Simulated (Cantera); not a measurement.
Input (Python, Cantera):

```python
import numpy as np
import cantera as ct

surf = ct.Interface("ptcombust.yaml", "Pt_surf")
gas = surf.adjacent["gas"]
gas.TPX = 300, 5000, {'CH4': 0.052, 'O2': 0.054, 'N2': 0.79}
jet = ct.ImpingingJet(gas=gas, width=0.05, surface=surf)
jet.inlet.mdot, jet.inlet.T, jet.inlet.X = 0.086, 300, {'CH4': 0.052, 'O2': 0.054, 'N2': 0.79}
jet.set_refine_criteria(ratio=10, slope=0.2, curve=0.3)
show, cover = ['CH4', 'O2', 'H2O', 'OH', 'CO', 'CO2'], ["PT(S)", "H(S)", "O(S)", "OH(S)", "CO(S)", "C(S)"]

rows = []
print(f"{'Ts/K':>7s}" + "".join(f"{s:>11s}" for s in show + cover) + "   (gas at the wall, coverages)")
for i, Ts in enumerate([850, 900, 950, 1000, 1050]):
    jet.surface.T = Ts
    if i == 0:
        surf.TP = Ts, 5000
        surf.coverages = "PT(S):0.5, O(S):0.5"
        surf.advance_coverages(1.0)
        jet.set_initial_guess(products="inlet")
    jet.solve(loglevel=0, auto=(i == 0))
    rows.append([*(jet.X[gas.species_index(s), -1] for s in show), *surf[cover].coverages])
    print(f"{Ts:7g}" + "".join(f"{x:11.3e}" for x in rows[-1]))
```

Result:

```
   Ts/K        CH4         O2        H2O         OH         CO        CO2      PT(S)       H(S)       O(S)      OH(S)      CO(S)       C(S)   (gas at the wall, coverages)
    850  2.499e-02  8.568e-03  5.947e-02  8.362e-12  3.458e-02  9.358e-05  4.159e-01  6.021e-04  5.493e-07  1.714e-06  2.796e-01  3.039e-01
    900  2.220e-02  7.586e-03  5.841e-02  2.013e-11  3.752e-02  5.116e-05  4.605e-01  1.155e-03  2.754e-07  9.744e-07  1.347e-01  4.036e-01
    950  1.667e-02  5.588e-03  5.651e-02  6.086e-11  4.320e-02  6.467e-05  5.631e-01  1.608e-03  2.426e-07  8.998e-07  9.328e-02  3.420e-01
   1000  1.052e-02  3.542e-03  5.407e-02  2.082e-10  4.944e-02  1.637e-04  7.408e-01  1.919e-03  3.662e-07  1.157e-06  8.128e-02  1.760e-01
   1050  7.706e-03  2.678e-03  5.260e-02  7.717e-10  5.208e-02  4.629e-04  8.812e-01  1.866e-03  8.071e-07  1.646e-06  5.758e-02  5.938e-02
```

Computed with Cantera and Deutschmann's 1995 Pt surface mechanism with GRI-Mech 3.0 gas chemistry. Catalytic surfaces can have several steady states; this one follows from the mechanism file's or the stated starting coverage.
